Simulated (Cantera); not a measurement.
A Cantera script and its output.

```python
import numpy as np
import cantera as ct

gas = ct.Solution("gri30.yaml", transport_model="mixture-averaged")
show = ['C2H2', 'O', 'CH4']

rows = []
print(f"{'T/K':>7s}{'rho':>11s}{'cp':>10s}{'mu':>11s}{'lambda':>11s}{'Pr':>7s}" + "".join(f"{'D_' + s:>11s}" for s in show))
for T in [400, 650, 900, 1150, 1400, 1650]:
    gas.TPX = T, 40, {'O2': 0.92}
    Pr = gas.cp_mass * gas.viscosity / gas.thermal_conductivity
    D = [gas.mix_diff_coeffs_mole[gas.species_index(s)] for s in show]
    rows.append([gas.density, gas.cp_mass, gas.viscosity, gas.thermal_conductivity, Pr, *D])
    print(f"{T:7g}{gas.density:11.4e}{gas.cp_mass:10.1f}{gas.viscosity:11.4e}"
          f"{gas.thermal_conductivity:11.4e}{Pr:7.3f}" + "".join(f"{d:11.4e}" for d in D))
print("SI units: kg/m3, J/kg/K, Pa s, W/m/K, m2/s")
```

It prints:

```
    T/K        rho        cp         mu     lambda     Pr     D_C2H2        D_O      D_CH4
    400 3.8485e-04     941.4 2.5629e-05 3.3852e-02  0.713 7.0943e-02 1.3765e-01 9.5450e-02
    650 2.3683e-04    1017.4 3.5981e-05 5.1624e-02  0.709 1.6599e-01 3.1408e-01 2.2067e-01
    900 1.7104e-04    1073.7 4.4705e-05 6.7643e-02  0.710 2.8911e-01 5.4165e-01 3.8246e-01
   1150 1.3386e-04    1108.6 5.2496e-05 8.2174e-02  0.708 4.3691e-01 8.1465e-01 5.7658e-01
   1400 1.0996e-04    1134.2 5.9661e-05 9.5657e-02  0.707 6.0721e-01 1.1293e+00 8.0029e-01
   1650 9.3296e-05    1155.4 6.6364e-05 1.0843e-01  0.707 7.9850e-01 1.4830e+00 1.0516e+00
SI units: kg/m3, J/kg/K, Pa s, W/m/K, m2/s
```

Model: GRI-Mech 3.0 (53 species, 325 reactions), integrated in Cantera.
